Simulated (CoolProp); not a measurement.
Vapour-liquid equilibrium of p-xylene (1) + n-nonane (2) at 1.38 bar; x and y are mole fractions of (1).

Computed with CoolProp (multi-fluid Helmholtz-energy mixture model, Zhou 2012 and Lemmon 2006; pair parameters Bell 2016).

Task: Give the bubble temperature and the first vapour's composition at x = 0.15, 0.45, 0.75. Is there an azeotrope?

Result: x = 0.15: 433.6 K, y = 0.194; x = 0.45: 429.5 K, y = 0.521; x = 0.75: 426.1 K, y = 0.798. No azeotrope shows between x = 0.05 and 0.95.

Pair parameters are fitted to limited data, so mixtures are less certain than the pure fluids.
